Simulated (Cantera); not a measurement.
Input: 1 mol SiCl₄, 5.4 mol NH₃, held at 1523.15 K and 10.0 Torr.

Cantera equilibrium calculation (NASA polynomials, part measured and part estimated; ideal gas, pure solids and liquids). Candidate condensed phases: NH₄Cl, Si, Si₃N₄; 28 gas species. The tables' values for SiCl₃ are old estimates; treat these amounts as uncertain. The numbers say what is thermodynamically allowed, not how fast it happens.

Base state: H₂ 0.531, HCl 0.242, N₂ 0.189, SiCl₂ 0.0343, SiCl₃ 0.00282, SiCl₄ 0.000694, SiHCl₃ 0.000171, H 0.000146 (mole fractions); condensed: Si₃N₄(s).

Problem. What changes in the equilibrium state with this change: temperature from 1523.15 K to 2025 K?

Solution. 
```csv
species,before,after
H₂,0.531,0.540
N₂,0.189,0.209
HCl,0.242,0.160
SiCl₂,0.0343,0.0718
H,0.000146,0.0122
Si₂N,1.11e-9,3.09e-5
Si,1.29e-7,0.00285
"Si₃N₄(s), mol",0.176,0
```
The tables' values for SiCl, SiCl₃, SiN are old estimates; treat these amounts as uncertain. Gases not in the tables: Si₂H₆ and higher silanes.
